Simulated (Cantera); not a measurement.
A perfectly stirred reactor is fed with N₂O = 1 (molar parts), at 0.454 atm; it is held at 1375 K, and followed from long to short residence time.

Detailed kinetics in Cantera: GRI-Mech 3.0 (53 species, 325 reactions). GRI-Mech 3.0 was tuned for natural gas; its chemistry of N2O as a main component is partial and can be far from experiment. The mechanism lacks the step 2 NO + O2 → 2 NO2, which can matter for NO2 below about 1400 K. The temperature is held fixed by assumption; the heat of reaction is taken as removed at once.

Problem. What does this change do: pressure from 0.454 atm to 1.00 atm?

Solution. 
```json
[
 {"quantity": "x(N₂O) at τ = 6.70 s", "before": "0.0290", "after": "0.0156"},
 {"quantity": "x(N₂) at τ = 6.70 s", "before": "0.617", "after": "0.638"},
 {"quantity": "x(NO) at τ = 6.70 s", "before": "0.0605", "after": "0.0366"},
 {"quantity": "x(O₂) at τ = 6.70 s", "before": "0.293", "after": "0.310"},
 {"quantity": "x(NO₂) at τ = 6.70 s", "before": "0.000247", "after": "0.000314"},
 {"quantity": "x(N₂O) at τ = 0.150 s", "before": "0.486", "after": "0.330"},
 {"quantity": "x(N₂) at τ = 0.150 s", "before": "0.313", "after": "0.413"},
 {"quantity": "x(NO) at τ = 0.150 s", "before": "0.0596", "after": "0.0675"},
 {"quantity": "x(O₂) at τ = 0.150 s", "before": "0.141", "after": "0.189"},
 {"quantity": "x(NO₂) at τ = 0.150 s", "before": "0.000221", "after": "0.000550"}
]
```
